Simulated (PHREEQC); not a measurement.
Make-up at 30 °C: 0.0038 mol/kgw CuSO4, 4.7e-05 mol/kgw HCl and 0.00078 mol/kgw H3BO3. Closed to the air; pH follows from the charge balance.

Equilibrium calculation in PHREEQC: ion-association model, phreeqc.dat.

Precipitation was switched off in this run.

**Question.** What pH, specific conductance does the model give?

**Answer.** pH 4.44; specific conductance 795 µS/cm.

**Question.** In which forms is S present?

**Answer.** SO4-2 79 %, CuSO4 21 % of the S.
